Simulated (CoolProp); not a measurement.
Vapour-liquid equilibrium of R1234yf (1) + R1234ze(E) (2) at -44.25 °C; x and y are mole fractions of (1).

The numbers come from the multi-fluid Helmholtz-energy mixture model, Lemmon 2022 and Thol 2016; pair parameters Bell 2022 in CoolProp.

Question: Give the bubble pressure and the first vapour's composition at x = 0.05, 0.2, 0.8. Is there an azeotrope?

Answer: x = 0.05: 0.3038 bar, y = 0.088; x = 0.2: 0.3387 bar, y = 0.307; x = 0.8: 0.4627 bar, y = 0.868. No azeotrope shows between x = 0.05 and 0.95.

Pair parameters are fitted to limited data, so mixtures are less certain than the pure fluids.
